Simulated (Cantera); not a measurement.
Charge: 1 mol Cu, 0.42 mol F2, 0.67 mol N2, at 998.15 K and 1.00 bar.

Cantera equilibrium calculation (NASA polynomials, part measured and part estimated; ideal gas, pure solids and liquids). Candidate condensed phases: Cu, CuF2; 11 gas species. Rates play no part.

Base state: N2 1.000, CuF 1.23e-5, CuF2 1.13e-5 (mole fractions); condensed: Cu(s) + CuF2(s).

**Question.** What changes in the equilibrium state with this change: temperature from 998.15 K to 1223 K?

**Answer.** 
```json
[
 {"species": "N2", "before": "1.000", "after": "0.996"},
 {"species": "CuF", "before": "1.23e-5", "after": "0.00198"},
 {"species": "CuF2", "before": "1.13e-5", "after": "0.00162"},
 {"species": "Cu(s), mol", "before": "0.580", "after": "0.579"},
 {"species": "CuF2(s), mol", "before": "0.420", "after": "0"},
 {"species": "CuF2(l), mol", "before": "0", "after": "0.418"}
]
```
Mutual solubility and eutectic melting of coexisting phases are not modelled.
